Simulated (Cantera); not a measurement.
**Thermodynamics of carbon deposition, reforming and gasification, feed C2H5OH + H2 + H2O**

A closed system holds: 1 mol C2H5OH, 1.3 mol H2, a varied amount of H2O, equilibrated at 1925 K and 250 Pa.

Method: chemical equilibrium by Gibbs-energy minimisation in Cantera with the NASA 1993 tables (ideal gas, pure condensed phases). Candidate condensed phases: C, C6H6, C7H8, C8H18, H2O; 110 gas species. Kinetics and transport are ignored.

```
n(H2O) (mol)  log p H2  log p CO  log p H  log p C2H2 (acetylene)  n C(graphite)
------------  --------  --------  -------  ----------------------  -------------
0.17             -2.71     -3.29    -4.38                   -6.05          0.826
0.2              -2.71     -3.28    -4.38                   -6.05          0.796
0.23             -2.71     -3.28    -4.38                   -6.05          0.766
0.27             -2.72     -3.27    -4.38                   -6.06          0.726
0.31             -2.72     -3.26    -4.38                   -6.06          0.686
0.36             -2.72     -3.25    -4.38                   -6.06          0.636
0.42             -2.72     -3.24    -4.38                   -6.06          0.576
0.49             -2.73     -3.23    -4.38                   -6.07          0.506
0.57             -2.73     -3.22    -4.39                   -6.07          0.426
0.66             -2.74     -3.21    -4.39                   -6.08          0.336
0.76             -2.74     -3.19    -4.39                   -6.08          0.235
0.88             -2.75     -3.18    -4.39                   -6.08          0.115
1                -2.75     -3.17    -4.39                   -8.69              0
```
log p: log10 of the partial pressure in bar; n: condensed amount in mol.

From 0.17 mol H2O to 0.88 mol H2O the condensed part is C(graphite). At 1 mol H2O nothing is condensed. The main C-bearing gas is CO throughout. The share of C in condensed phases is highest at 0.17 mol H2O (41.3 %) and lowest at 1 mol H2O (0.0 %).
